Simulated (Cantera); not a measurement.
A perfectly stirred reactor is fed with 52.7 % H2, 5.43 % O2, 41.8 % N2, at 100.0 Torr; it is held at 1125 K, and followed from long to short residence time.

Detailed kinetics in Cantera: the H2/O2 subset of GRI-Mech 3.0, which has no nitrogen chemistry. The temperature is held fixed by assumption; the heat of reaction is taken as removed at once.

Q: Predict: x(H2) at τ = 0.490 s; x(O2) at τ = 0.490 s; x(H2O) at τ = 0.490 s; x(HO2) at τ = 0.490 s; x(H2) at τ = 41.0 ms; x(O2) at τ = 41.0 ms; x(H2O) at τ = 41.0 ms; x(HO2) at τ = 41.0 ms.

A: 
```json
{
 "x(H2) at τ = 0.490 s": "0.439",
 "x(O2) at τ = 0.490 s": "0.000133",
 "x(H2O) at τ = 0.490 s": "0.114",
 "x(HO2) at τ = 0.490 s": "2.23e-8",
 "x(H2) at τ = 41.0 ms": "0.432",
 "x(O2) at τ = 41.0 ms": "0.000486",
 "x(H2O) at τ = 41.0 ms": "0.113",
 "x(HO2) at τ = 41.0 ms": "8.08e-8"
}
```
